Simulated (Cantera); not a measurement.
Input: 1 mol AlN, 0.93 mol HCl, 0.36 mol N₂, 0.34 mol Cl₂, equilibrated at 1398 K and 55000 Pa.

Equilibrium computed with Cantera from the NASA thermochemical tables; the gas is ideal and each condensed phase is pure. Candidate condensed phases: Al, AlCl₃, AlN, NH₄Cl; 20 gas species. The tables' values for AlCl₂ are old estimates; treat these amounts as uncertain. Kinetics and transport are ignored.

Base state: N₂ 0.368, AlCl₃ 0.293, H₂ 0.232, HCl 0.105, AlCl₂ 0.00119, Al₂Cl₆ 0.000101, AlCl 5.67e-5 (mole fractions); condensed: AlN(s).

Problem. What changes in the equilibrium state with this change: AlN replaced by Al?

Solution. 
| species | before | after |
|---|---|---|
| AlCl₃ | 0.293 | 0.434 |
| H₂ | 0.232 | 0.352 |
| HCl | 0.105 | 0.118 |
| N₂ | 0.368 | 0.0942 |
| Al₂Cl₆ | 0.000101 | 0.000221 |
| AlCl | 5.67e-5 | 0.000102 |
| AlCl₂ | 0.00119 | 0.00194 |
| AlN(s), mol | 0.520 | 0.507 |

Problem. What changes in the equilibrium state with this change: temperature from 1398 K to 1623 K?

Solution. 
```
species        before    after
-----------  --------  -------
N₂              0.368    0.368
AlCl₃           0.293    0.283
H₂              0.232    0.233
AlCl₂         0.00119   0.0137
HCl             0.105   0.0988
AlCl          5.67e-5  0.00338
H             3.08e-6  4.50e-5
Cl            1.15e-6  1.50e-5
Al₂Cl₆       0.000101  2.63e-5
AlN(s), mol     0.520    0.506
```
